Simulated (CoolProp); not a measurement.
Aqueous sodium chloride as a coolant, 4 % by mass, freezing at -2.4 °C, 1 atm.

Values from CoolProp's Melinder's fits for secondary coolants.

```json
[
 {"T (°C)": "2.9", "Prandtl number": "12.0", "cp (kJ/(kg K))": "3.966", "conductivity (W/(m K))": "0.564", "viscosity (mPa s)": "1.70"},
 {"T (°C)": "7.6", "Prandtl number": "10.3", "cp (kJ/(kg K))": "3.968", "conductivity (W/(m K))": "0.573", "viscosity (mPa s)": "1.48"},
 {"T (°C)": "12.4", "Prandtl number": "8.84", "cp (kJ/(kg K))": "3.970", "conductivity (W/(m K))": "0.581", "viscosity (mPa s)": "1.29"},
 {"T (°C)": "17.2", "Prandtl number": "7.69", "cp (kJ/(kg K))": "3.973", "conductivity (W/(m K))": "0.590", "viscosity (mPa s)": "(withheld)"},
 {"T (°C)": "21.9", "Prandtl number": "6.77", "cp (kJ/(kg K))": "3.976", "conductivity (W/(m K))": "(withheld)", "viscosity (mPa s)": "(withheld)"},
 {"T (°C)": "26.7", "Prandtl number": "6.00", "cp (kJ/(kg K))": "3.979", "conductivity (W/(m K))": "(withheld)", "viscosity (mPa s)": "0.914"},
 {"T (°C)": "31.4", "Prandtl number": "5.39", "cp (kJ/(kg K))": "3.983", "conductivity (W/(m K))": "0.613", "viscosity (mPa s)": "0.829"},
 {"T (°C)": "36.2", "Prandtl number": "4.87", "cp (kJ/(kg K))": "3.988", "conductivity (W/(m K))": "0.620", "viscosity (mPa s)": "0.757"}
]
```

Task: Complete the blanks.

Result: 
- 17.2, viscosity (mPa s): 1.14
- 21.9, conductivity (W/(m K)): 0.598
- 21.9, viscosity (mPa s): 1.02
- 26.7, conductivity (W/(m K)): 0.606
